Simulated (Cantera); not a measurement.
An isothermal plug-flow reactor at 550 K and 89000 Pa (inlet), inlet velocity 4 m/s, active area per volume 150 1/m; feed H₂ : O₂ : N₂ : H₂O = 0.0043 : 0.033 : 0.79 : 0.02 (molar parts), equivalence ratio 0.065.

Cantera simulation using Deutschmann's 1995 Pt surface mechanism with GRI-Mech 3.0 gas chemistry; the numbers are that mechanism's predictions, not measurements. Catalytic surfaces can have several steady states; this one follows from the mechanism file's or the stated starting coverage. Mass transfer to the wall is taken as infinitely fast.

### Question
What does this change do: temperature 550 to 500 K?

### Answer
```tsv
quantity	before	after
x(H₂) at z = 0.015 m	0.00117	0.00127
x(O₂) at z = 0.015 m	0.0371	0.0371
x(H₂O) at z = 0.015 m	0.0276	0.0275
θ(free Pt) at the exit	0.0490	0.0501
θ(O*) at the exit	0.927	0.907
θ(OH*) at the exit	0.0238	0.0430
```
